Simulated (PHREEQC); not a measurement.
## Metal-bearing waste water

Solution (20 °C): 0.014 mol CuSO4, 0.015 mol MgSO4 and 0.0021 mol H2SO4 per kg of water. Closed to the air; pH follows from the charge balance.

Computed with PHREEQC (ion-association model, phreeqc.dat).

The pH is 2.68, the ionic strength is 0.0731 mol/kgw and the specific conductance is 3810 µS/cm. The density is 1.002 g/cm³ and the total alkalinity comes out as -4.20 meq/kg.

```json
[
 {"species": "SO4-2", "molality": "0.0180", "activity": "0.00745", "log γ": "-0.382"},
 {"species": "Mg+2", "molality": "0.00899", "activity": "0.00399", "log γ": "-0.353"},
 {"species": "Cu+2", "molality": "0.00856", "activity": "0.00376", "log γ": "-0.357"},
 {"species": "MgSO4", "molality": "0.00601", "activity": "0.00611", "log γ": "0.007"},
 {"species": "CuSO4", "molality": "0.00543", "activity": "0.00553", "log γ": "0.007"},
 {"species": "H+", "molality": "0.00250", "activity": "0.00210", "log γ": "-0.076"},
 {"species": "HSO4-", "molality": "0.00170", "activity": "0.00136", "log γ": "-0.097"},
 {"species": "CuOH+", "molality": "2.26e-8", "activity": "1.79e-8", "log γ": "-0.101"}
]
```

No solid was allowed to form. Complexes and solids missing from the database can't appear.
